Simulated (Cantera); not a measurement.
**Thermodynamics of silicon oxide and oxynitride deposition, feed HMDSO + N2O + N2**

Input: 1 mol HMDSO, a varied amount of N2O, 1.4 mol N2, held at 1000 °C and 10.0 Torr.

These are equilibrium values from Cantera (NASA tables, ideal gas, pure condensed phases), not measurements of a reactor. Candidate condensed phases: C, C6H6, C7H8, C8H18, H2O, Si, SiC, SiO2, Si2N2O, Si3N4; 151 gas species. The feed counts by its element totals alone. Mutual solubility and eutectic melting of coexisting phases are not modelled. The tables hold silica as quartz up to 1696 K and as liquid above; real silica turns to tridymite and cristobalite and melts near 1996 K. Equilibrium is a limit: real reactors are often held back by kinetics, nucleation or transport.

```json
[
 {"n(N2O) (mol)": "0.14", "x H2": "0.930", "x N2": "0.0558", "x CO": "0.0145", "x H2O": "2.13e-6", "x CO2": "2.00e-8", "x O2": "<1e-12", "x NO": "<1e-12", "x CH4": "0.000108", "n C(graphite)": "5.86", "n Si2N2O(s)": "1.000", "n SiO2(β-quartz)": "0"},
 {"n(N2O) (mol)": "0.23", "x H2": "0.913", "x N2": "0.0639", "x CO": "0.0233", "x H2O": "3.37e-6", "x CO2": "5.20e-8", "x O2": "<1e-12", "x NO": "<1e-12", "x CH4": "0.000104", "n C(graphite)": "5.77", "n Si2N2O(s)": "1.000", "n SiO2(β-quartz)": "0"},
 {"n(N2O) (mol)": "0.37", "x H2": "0.887", "x N2": "0.0759", "x CO": "0.0365", "x H2O": "5.13e-6", "x CO2": "1.27e-7", "x O2": "<1e-12", "x NO": "<1e-12", "x CH4": "9.85e-5", "n C(graphite)": "5.63", "n Si2N2O(s)": "1.000", "n SiO2(β-quartz)": "0"},
 {"n(N2O) (mol)": "0.59", "x H2": "0.851", "x N2": "0.0936", "x CO": "0.0558", "x H2O": "7.51e-6", "x CO2": "2.97e-7", "x O2": "<1e-12", "x NO": "<1e-12", "x CH4": "9.05e-5", "n C(graphite)": "5.41", "n Si2N2O(s)": "1.000", "n SiO2(β-quartz)": "0"},
 {"n(N2O) (mol)": "0.95", "x H2": "0.796", "x N2": "0.119", "x CO": "0.0841", "x H2O": "1.06e-5", "x CO2": "6.76e-7", "x O2": "<1e-12", "x NO": "<1e-12", "x CH4": "7.93e-5", "n C(graphite)": "5.05", "n Si2N2O(s)": "1.000", "n SiO2(β-quartz)": "0"},
 {"n(N2O) (mol)": "1.5", "x H2": "0.726", "x N2": "0.153", "x CO": "0.121", "x H2O": "1.39e-5", "x CO2": "1.40e-6", "x O2": "<1e-12", "x NO": "<1e-12", "x CH4": "6.59e-5", "n C(graphite)": "4.50", "n Si2N2O(s)": "1.000", "n SiO2(β-quartz)": "0"},
 {"n(N2O) (mol)": "2.5", "x H2": "0.625", "x N2": "0.201", "x CO": "0.174", "x H2O": "1.72e-5", "x CO2": "2.88e-6", "x O2": "<1e-12", "x NO": "<1e-12", "x CH4": "4.89e-5", "n C(graphite)": "3.50", "n Si2N2O(s)": "1.000", "n SiO2(β-quartz)": "0"},
 {"n(N2O) (mol)": "4", "x H2": "0.517", "x N2": "0.253", "x CO": "0.230", "x H2O": "1.88e-5", "x CO2": "5.05e-6", "x O2": "<1e-12", "x NO": "<1e-12", "x CH4": "3.35e-5", "n C(graphite)": "2.00", "n Si2N2O(s)": "1.000", "n SiO2(β-quartz)": "0"},
 {"n(N2O) (mol)": "6.5", "x H2": "0.408", "x N2": "0.320", "x CO": "0.272", "x H2O": "2.87e-5", "x CO2": "1.16e-5", "x O2": "<1e-12", "x NO": "<1e-12", "x CH4": "1.27e-5", "n C(graphite)": "0", "n Si2N2O(s)": "0.833", "n SiO2(β-quartz)": "0.333"},
 {"n(N2O) (mol)": "10", "x H2": "0.314", "x N2": "0.432", "x CO": "0.216", "x H2O": "0.0268", "x CO2": "0.0111", "x O2": "<1e-12", "x NO": "2.11e-11", "x CH4": "4.96e-9", "n C(graphite)": "0", "n Si2N2O(s)": "0", "n SiO2(β-quartz)": "2.00"},
 {"n(N2O) (mol)": "17", "x H2": "0.112", "x N2": "0.551", "x CO": "0.0973", "x H2O": "0.157", "x CO2": "0.0823", "x O2": "<1e-12", "x NO": "3.91e-10", "x CH4": "1.74e-11", "n C(graphite)": "0", "n Si2N2O(s)": "0", "n SiO2(β-quartz)": "2.00"},
 {"n(N2O) (mol)": "27", "x H2": "5.07e-7", "x N2": "0.632", "x CO": "5.60e-7", "x H2O": "0.200", "x CO2": "0.134", "x O2": "0.0333", "x NO": "0.000118", "x CH4": "<1e-12", "n C(graphite)": "0", "n Si2N2O(s)": "0", "n SiO2(β-quartz)": "2.00"}
]
```
x: gas mole fraction; n: condensed amount in mol.

From 0.14 mol N2O to 4 mol N2O the condensed part is C(graphite) + Si2N2O(s). At 6.5 mol N2O the condensed part is SiO2(β-quartz) + Si2N2O(s). From 10 mol N2O to 27 mol N2O the condensed part is SiO2(β-quartz).
